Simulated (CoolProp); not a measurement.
Properties of R245fa at several states (Tc = 153.9 °C, pc = 3651 kPa, ω = 0.378).

Values from CoolProp's reference Helmholtz-energy equation of state, Akasaka 2015.

| T (°C) | p (kPa) | phase | conductivity (mW/(m K)) | fugacity coefficient |
|---|---|---|---|---|
| 58.55 | 255 | gas | 18.7 | 0.9407 |
| 41.05 | 12400 | liquid | 93.1 | 0.03110 |
| -4.55 | 13.3 | gas | 13.2 | 0.9930 |
| 95.95 | 7720 | liquid | 76.9 | 0.1575 |
| 82.95 | 691 | gas | 21.3 | 0.8765 |

Thermal conductivity comes from a separate model (Huber 2003), an estimate that may be off by 10 % or more.
